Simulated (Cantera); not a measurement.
A closed system holds: 1 mol CH3F, 0.45 mol HCl, at 1330 Pa.

These are equilibrium values from Cantera (NASA tables, ideal gas, pure condensed phases), not measurements of a reactor. Candidate condensed phases: C, C6H6, C7H8, C8H18; 135 gas species. Ions and electrons are included (thermal ionisation). Kinetics and transport are ignored.

Q: What share of the C ends up in condensed phases as a function of T (°C), at 2727, 3227, 3727, 4227, 4727?

A: 
```json
[
 {"T (°C)": "2727", "C condensed (%)": "62.8", "as": "C(graphite)"},
 {"T (°C)": "3227", "C condensed (%)": "0.0", "as": "-"},
 {"T (°C)": "3727", "C condensed (%)": "0.0", "as": "-"},
 {"T (°C)": "4227", "C condensed (%)": "0.0", "as": "-"},
 {"T (°C)": "4727", "C condensed (%)": "0.0", "as": "-"}
]
```
